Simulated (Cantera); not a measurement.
An adiabatic, constant-pressure homogeneous reactor starts with 5.17 % C3H8, 19.9 % O2, 74.9 % N2, equivalence ratio 1.3, at 1298 K and 0.987 atm.

Computed with Cantera and GRI-Mech 3.0 (53 species, 325 reactions). GRI-Mech 3.0 was tuned for natural gas; its chemistry of propane as a main component is partial and can be far from experiment.

x: mole fraction; the columns are a selection and need not sum to one.

| t (s) | T (K) | x C3H8 | x O2 | x HCN | x CO | x NO |
|---|---|---|---|---|---|---|
| 3.00e-6 | 1298 | 0.0517 | 0.199 | <1e-12 | 1.79e-10 | <1e-12 |
| 7.08e-6 | 1298 | 0.0516 | 0.199 | <1e-12 | 2.27e-9 | <1e-12 |
| 1.67e-5 | 1298 | 0.0516 | 0.199 | <1e-12 | [?] | <1e-12 |
| 3.95e-5 | 1297 | 0.0514 | 0.199 | <1e-12 | 7.26e-7 | <1e-12 |
| 9.31e-5 | 1296 | 0.0507 | 0.198 | <1e-12 | 1.12e-5 | <1e-12 |
| 0.000220 | 1297 | 0.0489 | 0.197 | <1e-12 | 8.50e-5 | <1e-12 |
| 0.000519 | 1300 | 0.0437 | 0.194 | <1e-12 | 0.000631 | <1e-12 |
| 0.00122 | 2578 | <1e-12 | [?] | 3.19e-10 | 0.0867 | [?] |
| 0.00289 | 2709 | <1e-12 | 0.00400 | 4.24e-9 | 0.0848 | 0.00235 |
| 0.00682 | 2705 | <1e-12 | 0.00376 | 6.21e-9 | 0.0851 | 0.00376 |
| 0.0161 | 2704 | <1e-12 | 0.00373 | 6.42e-9 | 0.0851 | 0.00392 |
| 0.0380 | 2704 | <1e-12 | 0.00373 | 6.42e-9 | 0.0851 | 0.00392 |
| 0.0897 | 2704 | <1e-12 | 0.00373 | 6.42e-9 | 0.0851 | 0.00392 |
| 0.212 | 2704 | <1e-12 | 0.00373 | 6.42e-9 | 0.0851 | 0.00392 |
| 0.500 | 2704 | <1e-12 | 0.00373 | 6.42e-9 | 0.0851 | 0.00392 |

Question: Complete the blanks.

Answer: 
- 1.67e-5, x CO: 3.23e-8
- 0.00122, x O2: 0.00745
- 0.00122, x NO: 0.000285
